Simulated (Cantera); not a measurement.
What does this Cantera script print?

```python
import numpy as np
import cantera as ct

gas = ct.Solution("gri30.yaml")
gas.TPX = 1473, 250000, {'CH4': 1, 'H2O': 4.1}
reactor = ct.IdealGasConstPressureReactor(gas, energy="off", clone=False)
net = ct.ReactorNet([reactor])
net.rtol, net.atol = 1e-08, 1e-18
show = ['CH4', 'H2O', 'OH', 'CH2CO', 'CO']
times = np.geomspace(6e-06, 20, 13)

steps = ct.SolutionArray(gas, extra=["t"])
rows = []
print(f"{'t/s':>10s}{'T/K':>9s}{'P/Pa':>11s}" + "".join(f"{s:>11s}" for s in show))
for t in times:
    while net.time < t:
        t_next = net.step()
        steps.append(gas.state, t=t_next)
    rows.append([np.interp(t, steps.t, y) for y in (steps.T, steps.P, *steps(*show).X.T)])
    print(f"{t:10.3e}{rows[-1][0]:9.1f}{rows[-1][1]:11.4g}" + "".join(f"{x:11.3e}" for x in rows[-1][2:]))
rate = np.gradient(steps.T, steps.t)
print("integrator steps:", len(steps.t))
if steps.T.max() > steps.T[0] + 200:
    print(f"time of steepest temperature rise: {steps.t[rate.argmax()]:.4e} s")
gas.TPX = 1473, 250000, {'CH4': 1, 'H2O': 4.1}
gas.equilibrate("TP")
print(f"equilibrium (TP): T = {gas.T:.1f} K  " + "  ".join(f"{s} {gas[s].X[0]:.3e}" for s in show))
```

It prints:

```
       t/s      T/K       P/Pa        CH4        H2O         OH      CH2CO         CO
 6.000e-06   1473.0    2.5e+05  1.961e-01  8.039e-01  1.485e-08  8.053e-23  2.640e-16
 2.098e-05   1473.0    2.5e+05  1.961e-01  8.039e-01  4.676e-08  1.603e-19  6.658e-14
 7.333e-05   1473.0    2.5e+05  1.960e-01  8.039e-01  1.394e-07  2.724e-16  2.107e-11
 2.564e-04   1473.0    2.5e+05  1.960e-01  8.039e-01  2.363e-07  1.581e-13  2.683e-09
 8.963e-04   1473.0    2.5e+05  1.957e-01  8.039e-01  2.932e-07  2.517e-11  9.278e-08
 3.133e-03   1473.0    2.5e+05  1.946e-01  8.037e-01  4.013e-07  3.829e-09  2.771e-06
 1.095e-02   1473.0    2.5e+05  1.902e-01  8.018e-01  4.749e-07  3.870e-07  5.245e-05
 3.830e-02   1473.0    2.5e+05  1.759e-01  7.923e-01  4.389e-07  6.988e-06  3.238e-04
 1.339e-01   1473.0    2.5e+05  1.423e-01  7.666e-01  3.789e-07  2.131e-05  1.551e-03
 4.681e-01   1473.0    2.5e+05  9.173e-02  7.192e-01  3.321e-07  2.981e-05  5.993e-03
 1.636e+00   1473.0    2.5e+05  6.202e-02  6.470e-01  2.877e-07  2.116e-05  1.750e-02
 5.721e+00   1473.0    2.5e+05  5.658e-02  5.610e-01  2.155e-07  6.648e-06  4.122e-02
 2.000e+01   1473.0    2.5e+05  3.812e-02  4.839e-01  1.660e-07  1.310e-06  6.943e-02
integrator steps: 1421
equilibrium (TP): T = 1473.0 K  CH4 9.468e-07  H2O 3.999e-01  OH 1.237e-07  CH2CO 3.237e-12  CO 1.042e-01
```

Detailed kinetics in Cantera: GRI-Mech 3.0 (53 species, 325 reactions).
